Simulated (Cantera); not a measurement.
## Carbon deposition, reforming and gasification: C3H6 + H2

Charge: 1 mol C3H6, 2.2 mol H2.

Equilibrium computed with Cantera from the NASA thermochemical tables; the gas is ideal and each condensed phase is pure. Candidate condensed phases: C, C6H6, C7H8, C8H18; 76 gas species. The ideal-gas law is rough above about 30 bar. Equilibrium is a limit: real reactors are often held back by kinetics, nucleation or transport.

Question: Map the stable condensed phases over T = 1375, 1475, 1575, 1675, 1775, 1875, 1975, 2075, 2175, 2275, 2375, 2475, 2575, 2675 °C and P in Pa = 10, 40, 160, 630, 2500, 10000, 40000, 160000, 630000, 2500000, 10000000.

Answer: 
```
T in °C \ P in Pa
               10       40      160      630     2500    10000    40000   160000   630000  2500000 10000000
   2675         A        A        A        B        B        B        B        B        B        B        B
   2575         A        A        B        B        B        B        B        B        B        B        B
   2475         A        B        B        B        B        B        B        B        B        B        B
   2375         B        B        B        B        B        B        B        B        B        B        B
   2275         B        B        B        B        B        B        B        B        B        B        B
   2175         B        B        B        B        B        B        B        B        B        B        B
   2075         B        B        B        B        B        B        B        B        B        B        B
   1975         B        B        B        B        B        B        B        B        B        B        B
   1875         B        B        B        B        B        B        B        B        B        B        B
   1775         B        B        B        B        B        B        B        B        B        B        B
   1675         B        B        B        B        B        B        B        B        B        B        B
   1575         B        B        B        B        B        B        B        B        B        B        B
   1475         B        B        B        B        B        B        B        B        B        B        B
   1375         B        B        B        B        B        B        B        B        B        B        B
```
A: gas only; B: C.
